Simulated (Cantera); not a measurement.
An isothermal, constant-pressure homogeneous reactor starts with 79.4 % NO, 20.6 % N2, at 1875 K and 15.8 Torr.

Computed with Cantera and GRI-Mech 3.0 (53 species, 325 reactions). Radical loss at walls, strong at low pressure, is not modelled.

Q: Predict: x(NO) at 60.0 s; x(O2) at 60.0 s; x(N2) at 60.0 s; x(N2O) at 60.0 s; x(NO2) at 60.0 s; x(O) at 60.0 s.

A: 
| Property | Result |
|---|---|
| x(NO) at 60.0 s | 0.141 (gas-phase equilibrium 0.00636) |
| x(O2) at 60.0 s | 0.326 (gas-phase equilibrium 0.393) |
| x(N2) at 60.0 s | 0.533 (gas-phase equilibrium 0.600) |
| x(N2O) at 60.0 s | 4.74e-6 (gas-phase equilibrium 4.58e-8) |
| x(NO2) at 60.0 s | 5.43e-5 (gas-phase equilibrium 2.72e-6) |
| x(O) at 60.0 s | 0.000962 (gas-phase equilibrium 0.00105) |
